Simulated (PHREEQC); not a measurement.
A solution holds 0.00057 mol/kgw H2S, 0.00013 mol/kgw NaHCO3, 0.0028 mol/kgw ZnCl2 and 0.0001 mol/kgw HF, at 25 °C. Closed to the air; pH follows from the charge balance.

Equilibrium calculation in PHREEQC: ion-association model, phreeqc.dat.

Problem. The ionic strength comes out as 0.00815 mol/kgw. What activity coefficients do Cl-, Zn+2, F-, ZnCl+, H+ get?

Solution. Cl- 0.91, Zn+2 0.69, F- 0.91, ZnCl+ 0.91, H+ 0.92.

No solid was allowed to form. Saturation is exceeded, for instance for Sphalerite (slow to form); the values hold only as long as no solid forms.
